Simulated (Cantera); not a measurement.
Feed: 1 mol PbO, 0.98 mol CO, 1.8 mol N2, equilibrated at 1623.15 K and 0.0100 bar.

Cantera equilibrium calculation (NASA polynomials, part measured and part estimated; ideal gas, pure solids and liquids). Candidate condensed phases: C, Pb, PbO, PbO2, Pb3O4; 27 gas species. Gases not in the tables: (PbO)n polymers. Rates play no part.

Base state: N2 0.476, Pb 0.249, CO2 0.249, PbO 0.0154, CO 0.0102, O2 4.34e-5, NO 2.39e-5 (mole fractions); condensed: gas only.

### Question
What changes in the equilibrium state with this change: 0.4 mol O2 added?

### Answer
```csv
species,before,after
N2,0.476,0.463
CO2,0.249,0.252
PbO,0.0154,0.156
Pb,0.249,0.101
O2,4.34e-5,0.0273
CO,0.0102,0.000410
O,1.26e-6,3.15e-5
NO,2.39e-5,0.000590
```

### Question
What changes in the equilibrium state with this change: temperature from 1623.15 K to 1150 K?

### Answer
```json
[
 {"species": "N2", "before": "0.476", "after": "0.627"},
 {"species": "CO2", "before": "0.249", "after": "0.341"},
 {"species": "Pb", "before": "0.249", "after": "0.0290"},
 {"species": "CO", "before": "0.0102", "after": "9.76e-5"},
 {"species": "PbO", "before": "0.0154", "after": "0.00228"},
 {"species": "O2", "before": "4.34e-5", "after": "3.19e-8"},
 {"species": "NO", "before": "2.39e-5", "after": "4.57e-8"},
 {"species": "Pb(l), mol", "before": "0", "after": "0.897"},
 {"species": "PbO(yellow), mol", "before": "0", "after": "0.0137"}
]
```
Mutual solubility and eutectic melting of coexisting phases are not modelled.
